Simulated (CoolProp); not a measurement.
Vapour-liquid equilibrium of propylene (1) + n-hexane (2) at 325.4 K; x and y are mole fractions of (1).

The numbers come from the multi-fluid Helmholtz-energy mixture model, Lemmon 2013 and Thol 2019; pair parameters Bell 2016 in CoolProp.

Give the bubble pressure and the first vapour's composition at x = 0.2, 0.275, 0.875. Is there an azeotrope?

x = 0.2: 0.4614 MPa, y = 0.877; x = 0.275: 0.5836 MPa, y = 0.905; x = 0.875: 1.795 MPa, y = 0.990. No azeotrope shows between x = 0.05 and 0.95.

Pair parameters are fitted to limited data, so mixtures are less certain than the pure fluids. The gap from Raoult's law changes sign with composition, which may be real or a fault of the pair parameters; it wasn't checked against measurements.
